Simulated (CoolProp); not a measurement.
The fluid at 395.41 K and 0.804 MPa flows at 1.4 m/s in a round tube of 6 mm bore and 45 µm roughness, fully developed (64/Re and Nu = 3.66 if laminar; Colebrook and Gnielinski if turbulent). The same conditions are run with several fluids, on thermodynamics alone (safety and materials aside).

Model: reference Helmholtz-energy equation of state of each fluid (toluene: Lemmon 2006; ethylbenzene: Zhou 2012; n-octane: Beckmüller 2019; benzene: Thol 2012; n-nonane: Lemmon 2006), in CoolProp.

### Question
Rank toluene, ethylbenzene, n-octane, benzene, n-nonane by Reynolds number, highest first.

### Answer
benzene (29300), toluene (28000), ethylbenzene (25300), n-octane (24900), n-nonane (20400)

```json
[
 {"fluid": "toluene", "Darcy friction factor": "0.0369", "pressure drop (Pa/m)": "4630", "heat-transfer coefficient (W/(m² K))": "3930", "mass flow (kg/h)": "109"},
 {"fluid": "ethylbenzene", "Darcy friction factor": "0.0371", "pressure drop (Pa/m)": "4700", "heat-transfer coefficient (W/(m² K))": "3730", "mass flow (kg/h)": "110"},
 {"fluid": "n-octane", "Darcy friction factor": "0.0372", "pressure drop (Pa/m)": "3740", "heat-transfer coefficient (W/(m² K))": "3540", "mass flow (kg/h)": "87.8"},
 {"fluid": "benzene", "Darcy friction factor": "0.0368", "pressure drop (Pa/m)": "4600", "heat-transfer coefficient (W/(m² K))": "4200", "mass flow (kg/h)": "109"},
 {"fluid": "n-nonane", "Darcy friction factor": "0.0377", "pressure drop (Pa/m)": "3910", "heat-transfer coefficient (W/(m² K))": "3260", "mass flow (kg/h)": "90.6"}
]
```

Transport values come from each fluid's own correlations; those of ethylbenzene are estimates that may be off by 10 % or more.
